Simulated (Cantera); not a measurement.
Input: 1 mol MgO, 0.28 mol SO₂, 0.17 mol CO₂, 0.066 mol SO₃, held at 1600 °C and 10.0 Torr.

Method: chemical equilibrium by Gibbs-energy minimisation in Cantera with the NASA 1993 tables (ideal gas, pure condensed phases). Candidate condensed phases: C, Mg, MgCO₃, MgO, MgS, MgSO₄, S; 26 gas species. The numbers say what is thermodynamically allowed, not how fast it happens.

Base state: SO₂ 0.627, CO₂ 0.304, O₂ 0.0623, CO 0.00449, SO 0.000945, O 0.000511, SO₃ 0.000149 (mole fractions); condensed: MgO(s).

Question: What changes in the equilibrium state with this change: temperature from 1600 °C to 1050 °C?

Answer: 
| species | before | after |
|---|---|---|
| SO₂ | 0.627 | 0.629 |
| CO₂ | 0.304 | 0.310 |
| O₂ | 0.0623 | 0.0592 |
| CO | 0.00449 | 2.66e-6 |
| SO | 0.000945 | 3.09e-7 |
| O | 0.000511 | 5.62e-7 |
| MgO(s), mol | 1.00 | 1.00 |

Question: What changes in the equilibrium state with this change: pressure from 10.0 Torr to 435 Torr?

Answer: 
```json
[
 {"species": "SO₂", "before": "0.627", "after": "0.629"},
 {"species": "CO₂", "before": "0.304", "after": "0.309"},
 {"species": "O₂", "before": "0.0623", "after": "0.0600"},
 {"species": "CO", "before": "0.00449", "after": "0.000704"},
 {"species": "O", "before": "0.000511", "after": "7.60e-5"},
 {"species": "SO₃", "before": "0.000149", "after": "0.000966"},
 {"species": "SO", "before": "0.000945", "after": "0.000146"},
 {"species": "MgO(s), mol", "before": "1.00", "after": "1.00"}
]
```
